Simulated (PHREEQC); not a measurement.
Model water analysis in mg/kgw, 30 °C, pH 5.79, pe -1.4: Na 0.512; K 0.0216; Ca 0.276; Mg 0.144; Cl 0.214; S(6) as SO4 1.07; Alkalinity as HCO3 1.15; F 0.00154; Sr 0.0315; Li 0.000108; N(-3) as NH4 0.000316; B 0.00104; Si as SiO2 0.0014.

Valence states are taken as typed.

The numbers come from PHREEQC with the ion-association model, wateq4f.dat.

| Property | Result |
|---|---|
| ionic strength | 7.40e-5 mol/kgw |
| charge-balance error | 2.0 % |

| species | molality | activity | log γ |
|---|---|---|---|
| CO2 | 7.00e-5 | 7.00e-5 | 0.000 |
| Na+ | 2.23e-5 | 2.21e-5 | -0.004 |
| HCO3- | 2.05e-5 | 2.03e-5 | -0.004 |
| SO4-2 | 1.11e-5 | 1.07e-5 | -0.017 |
| Ca+2 | 6.87e-6 | 6.60e-6 | -0.017 |
| Cl- | 6.04e-6 | 5.98e-6 | -0.004 |
| Mg+2 | 5.91e-6 | 5.67e-6 | -0.017 |

No solid was allowed to form. SiF6-2 is the database's only silicon fluoride. Real BF4- forms and hydrolyses slowly; the run takes it at equilibrium.
